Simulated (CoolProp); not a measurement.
50 sccm (0 °C, 1 atm) of nitrogen bubbles through liquid decamethyltetrasiloxane (MD2M) at 344.6 K and leaves saturated at a total pressure of 0.0331 MPa (ideal gas phase). Each further row changes one setting.

Model: reference Helmholtz-energy equation of state, Thol 2017, in CoolProp.

```
case                       vapour pressure (kPa)  mole fraction of vapour  delivery (mg/min)  delivery (sccm)  change of delivery for a bath 1 K warmer (%)
-------------------------  ---------------------  -----------------------  -----------------  ---------------  --------------------------------------------
as stated                                   1.13                   0.0342               24.6             1.77                                           5.8
bath temperature 349.6 K                    1.48                   0.0447               32.5             2.34                                           5.6
total pressure 0.0662 MPa                   1.13                   0.0171               12.1            0.871                                           5.7
```
